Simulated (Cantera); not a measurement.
Feed: 1 mol Si₃N₄, 6.1 mol H₂O, held at 0.940 bar.

These are equilibrium values from Cantera (NASA tables, ideal gas, pure condensed phases), not measurements of a reactor. Candidate condensed phases: H₂O, Si, SiO₂, Si₂N₂O, Si₃N₄; 35 gas species. The tables hold silica as quartz up to 1696 K and as liquid above; real silica turns to tridymite and cristobalite and melts near 1996 K. Gases not in the tables: Si(OH)₄. Equilibrium is a limit: real reactors are often held back by kinetics, nucleation or transport.

Which condensed phases are stable at each of these points (T (K)): 1150, 1225, 1300, 1375, 1450, 1525, 1600, 1675, 1750, 1825, 1900?


| T (K) | condensed phases | Si condensed (%) |
|---|---|---|
| 1150 | SiO₂(β-quartz) | 100.0 |
| 1225 | SiO₂(β-quartz) | 100.0 |
| 1300 | SiO₂(β-quartz) | 100.0 |
| 1375 | SiO₂(β-quartz) | 100.0 |
| 1450 | SiO₂(β-quartz) | 100.0 |
| 1525 | SiO₂(β-quartz) | 100.0 |
| 1600 | SiO₂(β-quartz) | 100.0 |
| 1675 | SiO₂(β-quartz) | 100.0 |
| 1750 | SiO₂(condensed) | 100.0 |
| 1825 | SiO₂(condensed) | 99.9 |
| 1900 | SiO₂(condensed) | 99.8 |

From 1150 K to 1675 K the condensed part is SiO₂(β-quartz). From 1750 K to 1900 K the condensed part is SiO₂(condensed).
